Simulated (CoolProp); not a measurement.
A single-stage vapour-compression cycle with the fluid: evaporating at 224.15 K (dew point), condensing at 279.15 K (bubble point), superheat 5 K, subcooling 5 K, compressor efficiency 0.6, no pressure losses. The same conditions are run with several fluids, on thermodynamics alone (safety and materials aside).

Computed with CoolProp (reference Helmholtz-energy equation of state of each fluid (R404A: Lemmon 2003; carbonyl sulfide: Lemmon 2006; R410A: Lemmon 2003; R115: Lemmon 2016; sulfur dioxide: Gao 2016; fluoroethane (R161): Wu 2012)). Blends and air are pseudo-pure fits.

**Question.** Rank R404A, carbonyl sulfide, R410A, R115, sulfur dioxide, fluoroethane (R161) by cooling COP, highest first.

**Answer.** fluoroethane (R161) (2.03), carbonyl sulfide (2.00), R410A (1.96), sulfur dioxide (1.93), R404A (1.91), R115 (1.88)

| fluid | pressure ratio | discharge temperature (K) | refrigerating effect (kJ/kg) | volumetric capacity (kJ/m³) |
|---|---|---|---|---|
| R404A | 8.62 | 326.2 | 141 | 638 |
| carbonyl sulfide | 7.24 | 410.9 | 250 | 866 |
| R410A | 8.46 | 364.0 | 203 | 923 |
| R115 | 8.29 | 302.3 | 83.7 | 447 |
| sulfur dioxide | 16.0 | 510.8 | 357 | 149 |
| fluoroethane (R161) | 9.13 | 369.3 | 341 | 510 |
